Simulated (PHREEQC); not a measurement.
Make-up at 45 °C: 0.12 mol CuSO4 and 0.0031 mol Na2SO4 per kg of water. Closed to the air; pH follows from the charge balance.

Equilibrium calculation in PHREEQC: ion-association model, wateq4f.dat.

This is a speciation only: nothing precipitates in the calculation.

### Question
What pH, ionic strength does the model give?

### Answer
pH 4.30; ionic strength 0.243 mol/kgw.

### Question
In which forms is Na present?

### Answer
Na+ 92 %, NaSO4- 8.3 % of the Na.

Complexes and solids missing from the database can't appear. Constants without temperature data keep their 25 °C values here.
